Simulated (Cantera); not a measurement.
Input: 1 mol (CH3)2SiCl2, 0.49 mol CH4, 1300 mol H2, at 1627 °C.

These are equilibrium values from Cantera (NASA tables, ideal gas, pure condensed phases), not measurements of a reactor. Candidate condensed phases: C, C6H6, C7H8, C8H18, Si, SiC; 109 gas species. The feed counts by its element totals alone. Kinetics and transport are ignored.

x: gas mole fraction; n: condensed amount in mol.

```json
[
 {"P (Pa)": "100", "x H2": "0.973", "x H": "0.0248", "x HCl": "0.00148", "x CH4": "5.32e-7", "x Si": "0.000468", "x C2H2 (acetylene)": "0.000371", "n C(graphite)": "1.14", "n SiC(s)": "0.322"},
 {"P (Pa)": "320", "x H2": "0.984", "x H": "[?]", "x HCl": "0.00150", "x CH4": "[?]", "x Si": "[?]", "x C2H2 (acetylene)": "0.000376", "n C(graphite)": "[?]", "n SiC(s)": "[?]"},
 {"P (Pa)": "1000", "x H2": "0.990", "x H": "0.00790", "x HCl": "0.00152", "x CH4": "5.51e-6", "x Si": "4.68e-5", "x C2H2 (acetylene)": "0.000378", "n C(graphite)": "0.560", "n SiC(s)": "0.926"},
 {"P (Pa)": "3200", "x H2": "0.994", "x H": "0.00442", "x HCl": "0.00152", "x CH4": "1.78e-5", "x Si": "1.46e-5", "x C2H2 (acetylene)": "0.000379", "n C(graphite)": "0.497", "n SiC(s)": "0.973"},
 {"P (Pa)": "10000", "x H2": "0.996", "x H": "[?]", "x HCl": "0.00153", "x CH4": "[?]", "x Si": "[?]", "x C2H2 (acetylene)": "0.000380", "n C(graphite)": "[?]", "n SiC(s)": "0.989"},
 {"P (Pa)": "32000", "x H2": "0.996", "x H": "0.00140", "x HCl": "0.00153", "x CH4": "0.000179", "x Si": "1.46e-6", "x C2H2 (acetylene)": "0.000380", "n C(graphite)": "0.258", "n SiC(s)": "0.994"},
 {"P (Pa)": "100000", "x H2": "0.997", "x H": "0.000792", "x HCl": "0.00153", "x CH4": "0.000506", "x Si": "5.17e-7", "x C2H2 (acetylene)": "0.000312", "n C(graphite)": "0", "n SiC(s)": "0.995"}
]
```

Complete the blanks.


- 10000, x H: 0.00250
- 10000, x CH4: 5.57e-5
- 10000, x Si: 4.68e-6
- 10000, n C(graphite): 0.430
- 320, x H: 0.0139
- 320, x CH4: 1.74e-6
- 320, x Si: 0.000146
- 320, n C(graphite): 0.703
- 320, n SiC(s): 0.783
